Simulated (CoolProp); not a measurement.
Values from CoolProp's reference Helmholtz-energy equation of state, Zhou 2011.

### Question
For dimethyl carbonate, give the phase and the density (kg/m³), cp (kJ/(kg K)), cv (kJ/(kg K)), speed of sound (m/s) at 326.85 °C and 13.1 bar.

### Answer
- 326.85 °C and 13.1 bar: gas; density 25.6, cp 1.91, cv 1.78, speed of sound 225
